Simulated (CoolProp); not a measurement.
c-C4F8 (RC318) along the isobar 731 kPa: fugacity coefficient from the reference equation and from simpler models built on Tc = 115.2 °C, pc = 2778 kPa, ω = 0.355; each cubic takes its own stable root.

Computed with CoolProp (reference Helmholtz-energy equation of state, Platzer 1990). This equation is an older, rougher fit; its heat capacities, sound speeds and derivatives of the liquid may be far off and weren't checked against measurements.

| T (°C) | phase | reference | Redlich-Kwong | Soave-Redlich-Kwong |
|---|---|---|---|---|
| -21.45 | liquid | 0.07057 | 0.1653 | 0.07077 |
| -6.25 | liquid | 0.1361 | 0.2722 | 0.1364 |
| 9.05 | liquid | 0.2398 | 0.4176 | 0.2405 |
| 24.25 | liquid | 0.3891 | 0.6009 | 0.3908 |
| 39.55 | liquid | 0.5921 | 0.8225 | 0.5953 |
| 70.05 | gas | 0.8681 | 0.8743 | 0.8654 |
| 85.35 | gas | ___ | 0.8889 | 0.8836 |
| 100.65 | gas | 0.9019 | ___ | 0.8991 |
| 115.85 | gas | ___ | 0.9121 | 0.9122 |
| 131.15 | gas | ___ | 0.9214 | 0.9236 |
| 146.35 | gas | 0.9346 | ___ | 0.9334 |
| 161.65 | gas | 0.9426 | 0.9366 | 0.9419 |

Q: Some entries are withheld; supply them.

A: 
- 85.35, reference: 0.8867
- 100.65, Redlich-Kwong: 0.9014
- 115.85, reference: 0.9146
- 131.15, reference: 0.9255
- 146.35, Redlich-Kwong: 0.9295
